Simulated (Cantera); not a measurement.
A Cantera script and what it prints.

```python
import numpy as np
import cantera as ct

gas_names = """
    B BH BH2 BH3 BN BO BO2 B2 B2O B2O2 B2O3 B3O3H3 H HBO HBO2 HNO HNO2 HNO3 HO2 H2 H2O H2O2 H3B3O6 N NH
    NH2 NH3 NH2OH NO NO2 NO3 N2 N2H2 N2H4 N2O O OH O2 O3
""".split()
cond_names = """
    B(b) B(L) BN(s) B2O3(L) B3O3H3(cr) H2O(s) H2O(L)
""".split()


# ... load() reads the species with a 1 bar reference pressure and builds the phases ...
atoms = {
    'borazine': {'B': 3, 'N': 3, 'H': 6},
    'H2O': {'H': 2, 'O': 1},
    'H2': {'H': 2},
}
top_T = {'BN(s)': 3200}  # K; cautious upper limits of use, not melting points


# ... equilibrate(T, P, feed) seeds the gas with the atoms and calls Mixture.equilibrate('TP', solver="vcs", rtol=1e-11, max_steps=5000) ...
results = []
feed = {'borazine': 1, 'H2O': 3.3, 'H2': 0.35}  # mol
P = 40  # Pa
for T in [1573, 1673, 1773, 1873, 1973, 2073, 2173]:
    mix = equilibrate(T, P, feed)
    results.append((T, P, feed, dict(zip(mix.species_names, mix.species_moles))))

top = {s: max(r[3][s] / sum(r[3][g] for g in gas_names) for r in results) for s in gas_names}
cols = sorted((s for s in top if top[s] > 1e-06), key=lambda s: -top[s])[:7]
seen = [c for c in cond_names if any(r[3].get(c, 0) > 1e-12 for r in results)]
print("log10 of partial pressures in bar; condensed amounts in mol")
print(f"{'T/K':>10s}" + "".join(f"{s[:9]:>10s}" for s in cols + seen))
for T, P, feed, n in results:
    ng = sum(n[g] for g in gas_names)
    print(f"{T:10.4g}" + "".join(f"{np.log10(max(n[s] / ng * P / 1e5, 1e-99)):10.3f}" for s in cols)
          + "".join(f"{n.get(c, 0):10.4g}" for c in seen))
```

Output:

```
log10 of partial pressures in bar; condensed amounts in mol
       T/K        H2        BO         H        N2       HBO      B2O3      B2O2     BN(s)
      1573    -3.564    -5.850    -6.173    -4.256    -4.613    -4.579    -4.871    0.4378
      1673    -3.595    -5.263    -5.741    -4.215    -4.432    -4.911    -4.579   0.04967
      1773    -3.607    -4.892    -5.350    -4.216    -4.414    -4.998    -4.619         0
      1873    -3.621    -4.604    -5.001    -4.226    -4.441    -5.031    -4.737         0
      1973    -3.643    -4.388    -4.692    -4.241    -4.513    -5.083    -4.929         0
      2073    -3.677    -4.247    -4.419    -4.261    -4.638    -5.166    -5.209         0
      2173    -3.730    -4.169    -4.182    -4.286    -4.812    -5.291    -5.563         0
```

Method: chemical equilibrium by Gibbs-energy minimisation in Cantera with the NASA 1993 tables (ideal gas, pure condensed phases). The feed counts by its element totals alone.
